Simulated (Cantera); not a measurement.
Feed: 1 mol Pb, 0.039 mol CO, 7.2 mol H2, held at 0.0130 bar.

Method: chemical equilibrium by Gibbs-energy minimisation in Cantera with the NASA 1993 tables (ideal gas, pure condensed phases). Candidate condensed phases: C, C6H6, C7H8, C8H18, H2O, Pb, PbO, PbO2, Pb3O4; 113 gas species. Kinetics and transport are ignored.

x: gas mole fraction; n: condensed amount in mol.

```json
[
 {"T (K)": "700", "x H2": "0.989", "x Pb": "8.57e-8", "x CH4": "0.00539", "x H2O": "0.00539", "n Pb(l)": "1.000"},
 {"T (K)": "775", "x H2": "0.990", "x Pb": "___", "x CH4": "___", "x H2O": "___", "n Pb(l)": "1.000"},
 {"T (K)": "850", "x H2": "0.993", "x Pb": "2.45e-5", "x CH4": "0.00166", "x H2O": "0.00164", "n Pb(l)": "1.000"},
 {"T (K)": "925", "x H2": "0.994", "x Pb": "0.000206", "x CH4": "0.000524", "x H2O": "0.000519", "n Pb(l)": "0.999"},
 {"T (K)": "1000", "x H2": "0.993", "x Pb": "0.00125", "x CH4": "0.000181", "x H2O": "0.000180", "n Pb(l)": "0.991"},
 {"T (K)": "1075", "x H2": "0.989", "x Pb": "0.00584", "x CH4": "7.04e-5", "x H2O": "7.00e-5", "n Pb(l)": "0.957"},
 {"T (K)": "1150", "x H2": "0.972", "x Pb": "0.0223", "x CH4": "3.00e-5", "x H2O": "2.98e-5", "n Pb(l)": "0.835"},
 {"T (K)": "1225", "x H2": "0.923", "x Pb": "0.0719", "x CH4": "1.31e-5", "x H2O": "1.31e-5", "n Pb(l)": "0.439"},
 {"T (K)": "1300", "x H2": "0.874", "x Pb": "0.121", "x CH4": "6.19e-6", "x H2O": "6.18e-6", "n Pb(l)": "0"},
 {"T (K)": "1375", "x H2": "0.874", "x Pb": "0.121", "x CH4": "3.49e-6", "x H2O": "3.50e-6", "n Pb(l)": "0"},
 {"T (K)": "1450", "x H2": "0.874", "x Pb": "0.121", "x CH4": "2.08e-6", "x H2O": "2.11e-6", "n Pb(l)": "0"},
 {"T (K)": "1525", "x H2": "0.874", "x Pb": "0.121", "x CH4": "___", "x H2O": "___", "n Pb(l)": "0"},
 {"T (K)": "1600", "x H2": "0.873", "x Pb": "0.121", "x CH4": "8.11e-7", "x H2O": "9.38e-7", "n Pb(l)": "0"}
]
```

**Question.** What belongs in the gaps?

**Answer.** 
- 775, x Pb: 1.91e-6
- 775, x CH4: 0.00423
- 775, x H2O: 0.00421
- 1525, x CH4: 1.29e-6
- 1525, x H2O: 1.36e-6
